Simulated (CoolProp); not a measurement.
n-perfluorohexane along the isotherm 450 K: density (kg/m³) from the reference equation and from simpler models built on Tc = 448.0 K, pc = 1742 kPa, ω = 0.497; each cubic takes its own stable root.

Values from CoolProp's reference Helmholtz-energy equation of state, Gao 2022.

| p (kPa) | phase | reference |
|---|---|---|
| 363 | gas | 35.49 |
| 726 | gas | 78.30 |
| 1090 | gas | 134.1 |
| 1450 | gas | 218.3 |
| 1810 | supercritical | 611.2 |
| 2180 | supercritical | 957.8 |
| 2540 | supercritical | 1019 |
| 2900 | supercritical | 1058 |
| 3270 | supercritical | 1088 |
| 3630 | supercritical | 1111 |
| 3990 | supercritical | 1130 |
| 4350 | supercritical | 1147 |

Q: How far does each simpler model (van der Waals, Redlich-Kwong, Soave-Redlich-Kwong, Peng-Robinson) lie from the reference over these 12 states: mean and median of the absolute difference, and the worst?

A: 
- van der Waals: mean 22.6 %, median 33.0 %, worst -34.9 % at 450 K and 2180 kPa
- Redlich-Kwong: mean 12.6 %, median 17.2 %, worst -23.1 % at 450 K and 2180 kPa
- Soave-Redlich-Kwong: mean 13.7 %, median 17.5 %, worst -24.0 % at 450 K and 2180 kPa
- Peng-Robinson: mean 7.7 %, median 9.2 %, worst -16.2 % at 450 K and 2180 kPa
